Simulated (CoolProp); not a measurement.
Properties of decamethylcyclopentasiloxane (D5) at several states.

Values from CoolProp's reference Helmholtz-energy equation of state, Thol 2019.

```csv
T (K),p (MPa),phase,cv (kJ/(kg K)),speed of sound (m/s),isothermal compressibility (1/MPa),fugacity coefficient
523.4,0.148,gas,1.775,98.03,7.587,0.9087
323.3,4.37,liquid,1.480,879.6,0.001623,6.088e-5
427.2,0.0483,liquid,1.660,556.9,0.004527,0.4252
343.3,1.68,liquid,1.511,800.8,0.002001,0.0003853
458.2,0.0545,liquid,1.716,477.2,0.006430,0.9178
```
